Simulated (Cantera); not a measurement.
An adiabatic, constant-pressure homogeneous reactor starts with H₂ : O₂ : N₂ = 1 : 1.35 : 5.08 (molar parts), equivalence ratio 0.37, at 1375 K and 7500 Torr. Integrator tolerance rtol = 1e-08.

Detailed kinetics in Cantera: the H2/O2 subset of GRI-Mech 3.0, which has no nitrogen chemistry. The hydrogen kinetics of GRI-Mech 3.0 are dated; newer H2 mechanisms differ, most at raised pressure.

Problem. What does this change do: pressure from 7500 Torr to 9000 Torr?

Solution. 
```csv
quantity,before,after
time of steepest temperature rise,3.20 µs,2.94 µs
temperature at 0.300 s,2301 K,2302 K
equilibrium temperature,2301 K,2302 K
x(H₂) at 0.300 s,0.000270 (gas-phase equilibrium 0.000270),0.000248 (gas-phase equilibrium 0.000248)
x(O₂) at 0.300 s,0.121 (gas-phase equilibrium 0.121),0.121 (gas-phase equilibrium 0.121)
x(H₂O₂) at 0.300 s,6.91e-7 (gas-phase equilibrium 6.91e-7),7.60e-7 (gas-phase equilibrium 7.60e-7)
x(O) at 0.300 s,0.000553 (gas-phase equilibrium 0.000553),0.000508 (gas-phase equilibrium 0.000508)
x(H) at 0.300 s,5.08e-5 (gas-phase equilibrium 5.08e-5),4.48e-5 (gas-phase equilibrium 4.48e-5)
x(OH) at 0.300 s,0.00430 (gas-phase equilibrium 0.00430),0.00413 (gas-phase equilibrium 0.00413)
```
The pressure lies above the range GRI-Mech 3.0 was tuned for (to about 10 atm).

Problem. What does this change do: initial temperature 1375 to 1200 K?

Solution. 
```
quantity                                                              before                                      after
---------------------------------  -----------------------------------------  -----------------------------------------
time of steepest temperature rise                                    3.20 µs                                    76.2 µs
temperature at 0.300 s                                                2301 K                                     2149 K
equilibrium temperature                                               2301 K                                     2149 K
x(H₂) at 0.300 s                   0.000270 (gas-phase equilibrium 0.000270)  0.000107 (gas-phase equilibrium 0.000107)
x(O₂) at 0.300 s                         0.121 (gas-phase equilibrium 0.121)        0.122 (gas-phase equilibrium 0.122)
x(H₂O₂) at 0.300 s                   6.91e-7 (gas-phase equilibrium 6.91e-7)    4.64e-7 (gas-phase equilibrium 4.64e-7)
x(O) at 0.300 s                    0.000553 (gas-phase equilibrium 0.000553)  0.000215 (gas-phase equilibrium 0.000215)
x(H) at 0.300 s                      5.08e-5 (gas-phase equilibrium 5.08e-5)    1.38e-5 (gas-phase equilibrium 1.38e-5)
x(OH) at 0.300 s                     0.00430 (gas-phase equilibrium 0.00430)    0.00237 (gas-phase equilibrium 0.00237)
```
